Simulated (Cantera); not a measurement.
An isothermal, constant-pressure homogeneous reactor starts with 0.495 % CO, 0.356 % O₂, 0.158 % H₂O, 99.0 % N₂, equivalence ratio 0.69, at 1300 K and 1.01 bar.

Computed with Cantera and GRI-Mech 3.0 (53 species, 325 reactions).

One state of this run: x CO = 1.62e-6; x O₂ = 0.00109; x H₂O = 0.00159; x NO₂ = 5.39e-9; x NO = 9.75e-7. x: mole fraction; the columns are a selection and need not sum to one.

### Question
Which value of t (s) does it belong to?
A) 200
B) 0.00209
C) 0.647
D) 6.76e-6

### Answer
C, 0.647
